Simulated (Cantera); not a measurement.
Feed: 1 mol SiH4, 0.46 mol NO, 8.7 mol N2, at 133 Pa.

Method: chemical equilibrium by Gibbs-energy minimisation in Cantera with the NASA 1993 tables (ideal gas, pure condensed phases). Candidate condensed phases: H2O, Si, SiO2, Si2N2O, Si3N4; 35 gas species. Mutual solubility and eutectic melting of coexisting phases are not modelled. The tables' values for SiN are old estimates; treat these amounts as uncertain. Kinetics and transport are ignored.

x: gas mole fraction; n: condensed amount in mol.

```csv
T (K),x N2,x H2,x SiO,x H,x Si,x Si2N,n Si2N2O(s),n Si3N4(s),n Si(l)
1323,0.808,0.192,4.59e-7,1.90e-5,5.91e-10,<1e-12,0.460,0.0267,0
1373,0.808,0.192,3.14e-6,4.00e-5,5.85e-9,1.14e-11,0.460,0.0267,0
1423,0.808,0.192,1.87e-5,7.97e-5,4.92e-8,1.71e-10,0.460,0.0267,0
1473,0.808,0.192,9.81e-5,0.000152,3.57e-7,2.14e-9,0.459,0.0270,0
1523,0.808,0.192,0.000461,0.000277,2.27e-6,2.25e-8,0.455,0.0283,0
1573,0.806,0.191,0.00196,0.000487,1.28e-5,2.03e-7,0.440,0.0334,0
1623,0.802,0.190,0.00762,0.000824,6.51e-5,1.61e-6,0.380,0.0532,0
1673,0.787,0.184,?,?,?,?,?,?,0
1723,0.783,0.174,0.0403,0.00208,0.000738,2.35e-5,0,0,0.531
1773,0.781,0.173,0.0403,?,?,?,0,0,0.520
1823,0.779,0.172,0.0401,0.00492,0.00332,6.94e-5,0,0,0.499
```

Problem. Fill in the missing entries.

Solution. 
- 1773, x H: 0.00324
- 1773, x Si: 0.00160
- 1773, x Si2N: 4.10e-5
- 1673, x SiO: 0.0274
- 1673, x H: 0.00134
- 1673, x Si: 0.000303
- 1673, x Si2N: 1.13e-5
- 1673, n Si2N2O(s): 0.164
- 1673, n Si3N4(s): 0.124
